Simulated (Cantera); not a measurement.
A perfectly stirred reactor is fed with CH₃OH : O₂ : N₂ = 1 : 1.15 : 4.34 (molar parts), equivalence ratio 1.3, at 10500 Torr; it is adiabatic with a 700 K inlet, and is followed from long to short residence time, starting on the burning branch (τ in s: 0.15, 0.063, 0.027, 0.011, 0.0048, 0.002, 0.00087, 0.00037, 0.00016, 6.6e-05, 2.8e-05, 1.2e-05, 5.1e-06).

Cantera simulation using GRI-Mech 3.0 (53 species, 325 reactions); the numbers are that mechanism's predictions, not measurements. GRI-Mech 3.0 was tuned for natural gas; its chemistry of methanol as a main component is partial and can be far from experiment. The pressure lies above the range GRI-Mech 3.0 was tuned for (to about 10 atm).

Task: What does this change do: inlet temperature 700 to 625 K?

Result: 
```
quantity                                                                          before                               after
------------------------------------------------  --------------------------------------  ----------------------------------
blow-out, bracketed by the residence times tried  burning at 5.10 µs, the shortest tried  burning at 12.0 µs, out at 5.10 µs
x(CH₃OH) at τ = 0.150 s                                                          1.09e-7                             1.52e-7
x(O₂) at τ = 0.150 s                                                             3.95e-5                             2.55e-5
x(CH₂CO) at τ = 0.150 s                                                          2.12e-9                             3.36e-9
x(N₂O) at τ = 0.150 s                                                            3.62e-8                             2.41e-8
x(NO) at τ = 0.150 s                                                            0.000198                            0.000132
x(CH₃OH) at τ = 0.870 ms                                                         8.94e-6                             1.03e-5
x(O₂) at τ = 0.870 ms                                                           0.000561                            0.000556
x(CH₂CO) at τ = 0.870 ms                                                         9.49e-8                             1.12e-7
x(N₂O) at τ = 0.870 ms                                                           7.26e-8                             6.12e-8
x(NO) at τ = 0.870 ms                                                           0.000188                            0.000139
```
